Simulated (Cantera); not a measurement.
Charge: 1 mol AlN, 3.4 mol HCl, 52 mol H2.

These are equilibrium values from Cantera (NASA tables, ideal gas, pure condensed phases), not measurements of a reactor. Candidate condensed phases: Al, AlCl3, AlN, NH4Cl; 20 gas species. The tables' values for AlCl2 are old estimates. The numbers say what is thermodynamically allowed, not how fast it happens.

Stable condensed phases, one row left out:

```
T in K \ P in Pa
              1    3.6     13     46    170    600   2200   7700  28000 100000
   1625       A      A      A      A      A      A      A      A      B      B
   1600       A      A      A      A      A      A      A      A      B      B
   1575       A      A      A      A      A      A      A      A      B      B
   1550       A      A      A      A      A      A      A      B      B      B
   1525       A      A      A      A      A      A      A      B      B      B
   1500       A      A      A      A      A      A      B      B      B      B
   1475       A      A      A      A      A      A      B      B      B      B
   1450       A      A      A      A      A      A      B      B      B      B
   1425       A      A      A      A      A      B      B      B      B      B
   1400       A      A      A      A      A      B      B      B      B      B
   1350       A      A      A      A      B      B      B      B      B      B
   1325       A      A      A      A      B      B      B      B      B      B
   1300       A      A      A      B      B      B      B      B      B      B
```

A: gas only; B: AlN.

### Question
Give the row for 1375 K.

### Answer
1: gas only; 3.6: gas only; 13: gas only; 46: gas only; 170: AlN; 600: AlN; 2200: AlN; 7700: AlN; 28000: AlN; 100000: AlN.
